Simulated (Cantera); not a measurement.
Input: 1 mol Si, 5.3 mol Br₂, equilibrated at 800 °C and 67.0 mbar.

These are equilibrium values from Cantera (NASA tables, ideal gas, pure condensed phases), not measurements of a reactor. Candidate condensed phases: Br₂, Si; 9 gas species. Rates play no part.

Base state: Br₂ 0.730, SiBr₄ 0.228, Br 0.0422 (mole fractions); condensed: gas only.

**Question.** What changes in the equilibrium state with this change: pressure from 67.0 mbar to 1.33 mbar?

**Answer.** 
| species | before | after |
|---|---|---|
| Br₂ | 0.730 | 0.540 |
| Br | 0.0422 | 0.258 |
| SiBr₄ | 0.228 | 0.203 |
